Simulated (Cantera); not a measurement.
A perfectly stirred reactor is fed with C3H8 : O2 : N2 : H2 = 1 : 2.78 : 10.4 : 0.17 (molar parts), at 3750 Torr; it is adiabatic with a 350 K inlet, and is followed from long to short residence time, starting on the burning branch (τ in s: 0.03, 0.014, 0.0063, 0.0029, 0.0013, 0.00061, 0.00028, 0.00013, 5.9e-05, 2.7e-05, 1.3e-05, 5.7e-06).

Cantera simulation using GRI-Mech 3.0 (53 species, 325 reactions); the numbers are that mechanism's predictions, not measurements. GRI-Mech 3.0 was tuned for natural gas; its chemistry of propane as a main component is partial and can be far from experiment.

One state of this run: T (K) = 1723; x C3H8 = 0.000268; x O2 = 0.0135; x CH4 = 0.0117; x CO = 0.102; x NO = 3.08e-7; x HCO = 1.13e-6; x NO2 = 4.01e-10. x: mole fraction; the columns are a selection and need not sum to one.

Q: Which value of τ (s) does it belong to?
A. 0.014
B. 2.7e-5
C. 0.00061
D. 0.030

A: C, 0.00061
